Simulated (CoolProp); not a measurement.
Properties of R115 along the isotherm -91.75 °C (Tc = 80.0 °C, pc = 31.29 bar, ω = 0.248).

The numbers come from the reference Helmholtz-energy equation of state, Lemmon 2016 in CoolProp.

```
p (bar)   phase         Z  cv (kJ/(kg K))  Joule-Thomson coefficient (K/MPa)
-------  ------  --------  --------------  ---------------------------------
0.99     liquid  0.005893          0.5649                            -0.4458
1.76     liquid   0.01048          0.5649                            -0.4459
3.13     liquid   0.01863          0.5649                            -0.4462
5.56     liquid   0.03308          0.5650                            -0.4466
9.9      liquid   0.05886          0.5650                            -0.4474
17.6     liquid    0.1046          0.5650                            -0.4487
31.3     liquid    0.1856          0.5652                            -0.4509
55.6     liquid    0.3288          0.5655                            -0.4546
```
